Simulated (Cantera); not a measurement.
Input (Python, Cantera) and output of one run.

```python
import numpy as np
import cantera as ct

gas_names = [...]  # 47 gases of nasa_gas.yaml made of Cl, H, N, O, Si
cond_names = """
    H2O(s) H2O(L) NH4CL(a) NH4CL(b) Si(cr) Si(L) SiO2(Lqz) SiO2(hqz) SiO2(L) Si2N2O(s) Si3N4(a)
""".split()


# ... load() reads the species with a 1 bar reference pressure and builds the phases ...
atoms = {
    'SiCl4': {'Si': 1, 'CL': 4},
    'N2O': {'N': 2, 'O': 1},
    'H2': {'H': 2},
}
top_T = {'Si2N2O(s)': 2100, 'Si3N4(a)': 2400}  # K; cautious upper limits of use, not melting points


# ... equilibrate(T, P, feed) seeds the gas with the atoms and calls Mixture.equilibrate('TP', solver="vcs", rtol=1e-11, max_steps=5000) ...
results = []
feed = {'SiCl4': 1, 'N2O': 30, 'H2': 0.92}  # mol
T = 1400  # K
for P in [5, 36, 260, 1900, 14000, 100000]:
    mix = equilibrate(T, P, feed)
    results.append((T, P, feed, dict(zip(mix.species_names, mix.species_moles))))

top = {s: max(r[3][s] / sum(r[3][g] for g in gas_names) for r in results) for s in gas_names}
cols = sorted((s for s in top if top[s] > 0.0001), key=lambda s: -top[s])[:6]
seen = [c for c in cond_names if any(r[3].get(c, 0) > 1e-12 for r in results)]
print("log10 of partial pressures in bar; condensed amounts in mol")
print(f"{'P/Pa':>10s}" + "".join(f"{s[:9]:>10s}" for s in cols + seen))
for T, P, feed, n in results:
    ng = sum(n[g] for g in gas_names)
    print(f"{P:10.4g}" + "".join(f"{np.log10(max(n[s] / ng * P / 1e5, 1e-99)):10.3f}" for s in cols)
          + "".join(f"{n.get(c, 0):10.4g}" for c in seen))
```

It prints:

```
log10 of partial pressures in bar; condensed amounts in mol
      P/Pa        N2        O2        CL       HCL       CL2       H2O SiO2(hqz)
         5    -4.506    -4.838    -5.623    -5.753    -8.153    -7.130         1
        36    -3.648    -3.980    -4.794    -4.876    -6.495    -6.604         1
       260    -2.788    -3.119    -4.016    -4.009    -4.939    -5.995         1
      1900    -1.921    -2.252    -3.369    -3.142    -3.646    -5.121         1
   1.4e+04    -1.050    -1.382    -2.841    -2.278    -2.589    -4.016         1
     1e+05    -0.195    -0.528    -2.373    -1.440    -1.653    -2.848         1
```

Method: chemical equilibrium by Gibbs-energy minimisation in Cantera with the NASA 1993 tables (ideal gas, pure condensed phases). The tables hold silica as quartz up to 1696 K and as liquid above; real silica turns to tridymite and cristobalite and melts near 1996 K.
